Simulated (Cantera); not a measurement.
Input: 1 mol HMDSO, 1.2 mol CO2, 100 mol N2, held at 623 K and 17.0 mbar.

These are equilibrium values from Cantera (NASA tables, ideal gas, pure condensed phases), not measurements of a reactor. Candidate condensed phases: C, C6H6, C7H8, C8H18, H2O, Si, SiC, SiO2, Si2N2O, Si3N4; 151 gas species. The feed counts by its element totals alone. N2 is the only nitrogen source here; it is nearly inert below about 1500 K, so the nitride shown seldom forms there in practice. Kinetics and transport are ignored.

Base state: N2 0.922, H2 0.0737, CH4 0.00470 (mole fractions); condensed: C(graphite) + SiO2(α-quartz) + Si2N2O(s).

Problem. What changes in the equilibrium state with this change: HMDSO replaced by SiH4?

Solution. 
```csv
species,before,after
N2,0.922,0.979
H2,0.0737,0.0177
H2O,1.10e-7,0.00136
CH4,0.00470,0.000271
CO2,<1e-9,0.000979
CO,1.16e-8,0.000601
"C(graphite), mol",6.69,1.01
"SiO2(α-quartz), mol",1.60,1.00
"Si2N2O(s), mol",0.200,0
```
